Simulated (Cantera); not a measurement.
Input (Python, Cantera) and output of one run.

```python
import numpy as np
import cantera as ct

gas_names = [...]  # 139 gases of nasa_gas.yaml made of C, H, N, O, Pb
cond_names = """
    C(gr) C6H6(L) C7H8(L) C8H18(L),n-octa H2O(s) H2O(L) Pb(cr) Pb(L) PbO(rd) PbO(yw) PbO(L) PbO2(s)
    Pb3O4(s)
""".split()


# ... load() reads the species with a 1 bar reference pressure and builds the phases ...
atoms = {
    'PbO': {'Pb': 1, 'O': 1},
    'CH4': {'C': 1, 'H': 4},
    'N2': {'N': 2},
    'C': {'C': 1},
}
top_T = {'C(gr)': 4500, 'Pb3O4(s)': 820}  # K; cautious upper limits of use, not melting points


# ... equilibrate(T, P, feed) seeds the gas with the atoms and calls Mixture.equilibrate('TP', solver="vcs", rtol=1e-11, max_steps=5000) ...
results = []
feed = {'PbO': 1, 'CH4': 5.6, 'N2': 0.75, 'C': 1.4}  # mol
T = 2125  # K
P = 1000  # Pa
mix = equilibrate(T, P, feed)
results.append((T, P, feed, dict(zip(mix.species_names, mix.species_moles))))
x = sorted(zip(gas.X, gas.species_names), reverse=True)
print(f"T = {T:g} K  P = {P:g} Pa  gas = {mix.phase_moles(0):.4g} mol")
print("   x: " + "  ".join(f"{s} {v:.3e}" for v, s in x if v > 0.001))
print("   condensed (mol): " + ("  ".join(f"{mix.phase(i).name} {mix.phase_moles(i):.4g}"
      for i in range(1, mix.n_phases) if mix.phase_moles(i) > 1e-12) or "none"))
```

Result:

```
T = 2125 K  P = 1000 Pa  gas = 14.18 mol
   x: H2 7.704e-01  CO 7.054e-02  Pb 7.054e-02  N2 5.043e-02  H 3.187e-02  HCN 4.616e-03  C2H2,acetylene 1.291e-03
   condensed (mol): C(gr) 5.893
```

Cantera equilibrium calculation (NASA polynomials, part measured and part estimated; ideal gas, pure solids and liquids).
